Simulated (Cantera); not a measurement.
An adiabatic, constant-pressure homogeneous reactor starts with 17.4 % CH₄, 17.4 % O₂, 65.3 % N₂, at 1250 K and 760 Torr.

Detailed kinetics in Cantera: GRI-Mech 3.0 (53 species, 325 reactions).

One state of this run: T (K) = 2312; x CH₄ = 3.33e-11; x O₂ = 3.06e-6; x HO₂ = 2.27e-9; x CH₂CO = <1e-12; x N₂O = 2.43e-9; x C₂H₄ = <1e-12; x CH₂O = 8.63e-9. x: mole fraction; the columns are a selection and need not sum to one.

**Question.** Which value of t (s) does it belong to?
(A) 1.35e-5
(B) 0.00177
(C) 0.000155
(D) 0.232

**Answer.** D, 0.232
